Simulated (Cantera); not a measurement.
Boron, boron nitride and boron oxide: BF3 + H2O

A closed system holds: 1 mol BF3, a varied amount of H2O, at 2248 K and 69.0 Pa.

Method: chemical equilibrium by Gibbs-energy minimisation in Cantera with the NASA 1993 tables (ideal gas, pure condensed phases). Candidate condensed phases: B, B2O3, B3O3H3, H2O; 43 gas species. The tables' values for BF2 are old estimates; treat these amounts as uncertain. Rates play no part.

From 0.23 mol H2O to 3.9 mol H2O nothing is condensed. The main B-bearing gas is BF3 at 0.23 mol H2O and BOF at 3.9 mol H2O.

```json
[
 {"n(H2O) (mol)": "0.23", "x HF": "0.308", "x BF3": "0.499", "x BOF": "0.154", "x H2O": "3.71e-7", "x H2": "2.03e-5", "x H": "0.00126", "x OH": "3.45e-6", "x O2": "1.13e-6", "x HBO2": "7.94e-8", "x O": "0.000148", "x F": "0.0192", "x BF2": "0.0177"},
 {"n(H2O) (mol)": "0.64", "x HF": "0.551", "x BF3": "0.148", "x BOF": "0.277", "x H2O": "7.21e-6", "x H2": "0.000166", "x H": "0.00361", "x OH": "2.34e-5", "x O2": "6.39e-6", "x HBO2": "1.54e-6", "x O": "0.000351", "x F": "0.0120", "x BF2": "0.00835"},
 {"n(H2O) (mol)": "1.1", "x HF": "0.628", "x BF3": "0.000189", "x BOF": "0.310", "x H2O": "0.00820", "x H2": "0.00758", "x H": "0.0243", "x OH": "0.00395", "x O2": "0.00397", "x HBO2": "0.00172", "x O": "0.00874", "x F": "0.00203", "x BF2": "6.33e-5"},
 {"n(H2O) (mol)": "1.5", "x HF": "0.551", "x BF3": "1.62e-5", "x BOF": "0.250", "x H2O": "0.0594", "x H2": "0.0292", "x H": "0.0478", "x OH": "0.0146", "x O2": "0.0140", "x HBO2": "0.0115", "x O": "0.0164", "x F": "0.000907", "x BF2": "1.22e-5"},
 {"n(H2O) (mol)": "1.9", "x HF": "0.496", "x BF3": "6.15e-6", "x BOF": "0.209", "x H2O": "0.106", "x H2": "0.0434", "x H": "0.0583", "x OH": "0.0213", "x O2": "0.0202", "x HBO2": "0.0190", "x O": "0.0197", "x F": "0.000670", "x BF2": "6.24e-6"},
 {"n(H2O) (mol)": "2.3", "x HF": "0.452", "x BF3": "3.18e-6", "x BOF": "0.178", "x H2O": "0.146", "x H2": "0.0539", "x H": "0.0650", "x OH": "0.0263", "x O2": "0.0247", "x HBO2": "0.0244", "x O": "0.0218", "x F": "0.000549", "x BF2": "3.93e-6"},
 {"n(H2O) (mol)": "2.7", "x HF": "0.417", "x BF3": "1.89e-6", "x BOF": "0.154", "x H2O": "0.179", "x H2": "0.0622", "x H": "0.0697", "x OH": "0.0301", "x O2": "0.0282", "x HBO2": "0.0281", "x O": "0.0233", "x F": "0.000471", "x BF2": "2.73e-6"},
 {"n(H2O) (mol)": "3.1", "x HF": "0.387", "x BF3": "1.23e-6", "x BOF": "0.134", "x H2O": "0.208", "x H2": "0.0688", "x H": "0.0734", "x OH": "0.0332", "x O2": "0.0311", "x HBO2": "0.0308", "x O": "0.0245", "x F": "0.000416", "x BF2": "2.01e-6"},
 {"n(H2O) (mol)": "3.5", "x HF": "0.362", "x BF3": "8.45e-7", "x BOF": "0.119", "x H2O": "0.233", "x H2": "0.0743", "x H": "0.0762", "x OH": "0.0358", "x O2": "0.0334", "x HBO2": "0.0326", "x O": "0.0254", "x F": "0.000374", "x BF2": "1.54e-6"},
 {"n(H2O) (mol)": "3.9", "x HF": "0.340", "x BF3": "6.06e-7", "x BOF": "0.106", "x H2O": "0.255", "x H2": "0.0790", "x H": "0.0786", "x OH": "0.0380", "x O2": "0.0354", "x HBO2": "0.0338", "x O": "0.0261", "x F": "0.000340", "x BF2": "1.21e-6"}
]
```
x: gas mole fraction; nothing condenses.
